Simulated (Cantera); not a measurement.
An isothermal, constant-pressure homogeneous reactor starts with NO : N2 = 1 : 2.3 (molar parts), at 1800 K and 52.5 Torr. Integrator tolerance rtol = 1e-08.

Computed with Cantera and GRI-Mech 3.0 (53 species, 325 reactions).

Q: What does this change do: pressure from 52.5 Torr to 20.0 Torr?

A: 
```csv
quantity,before,after
x(NO) at 70.0 s,0.118 (gas-phase equilibrium 0.00365),0.192 (gas-phase equilibrium 0.00365)
x(O2) at 70.0 s,0.0926 (gas-phase equilibrium 0.150),0.0554 (gas-phase equilibrium 0.150)
x(N2O) at 70.0 s,4.80e-6 (gas-phase equilibrium 5.75e-8),1.21e-5 (gas-phase equilibrium 3.55e-8)
x(O) at 70.0 s,0.000143 (gas-phase equilibrium 0.000179),0.000185 (gas-phase equilibrium 0.000290)
x(N2) at 70.0 s,0.790 (gas-phase equilibrium 0.847),0.752 (gas-phase equilibrium 0.847)
```
Radical loss at walls, strong at low pressure, is not modelled.
